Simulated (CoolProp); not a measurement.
A simple Rankine cycle with n-perfluorohexane: condensing at 327.15 K, boiler at 0.298 MPa, turbine inlet 381.4 K, turbine efficiency 0.6, pump efficiency 0.6, no recuperator. Each further row changes one setting.

Computed with CoolProp (reference Helmholtz-energy equation of state, Gao 2022).

```tsv
case	thermal efficiency (%)	net work (kJ/kg)	heat in (kJ/kg)	turbine exit temperature (K)	volume ratio over the turbine
as stated	[?]	5.87	132	371.9	[?]
turbine inlet 401.4 K	4.2	[?]	[?]	392.1	3.43
condensing temperature 319.15 K	5.2	7.35	140	370.0	4.66
boiler pressure 0.209 MPa	[?]	4.24	[?]	375.1	2.37
turbine efficiency 0.5	3.7	4.86	132	373.0	3.50
```

**Question.** Fill in the missing entries.

**Answer.** 
- as stated, thermal efficiency (%): 4.5
- as stated, volume ratio over the turbine: 3.49
- turbine inlet 401.4 K, net work (kJ/kg): 6.29
- turbine inlet 401.4 K, heat in (kJ/kg): 151
- boiler pressure 0.209 MPa, thermal efficiency (%): 3.2
- boiler pressure 0.209 MPa, heat in (kJ/kg): 133
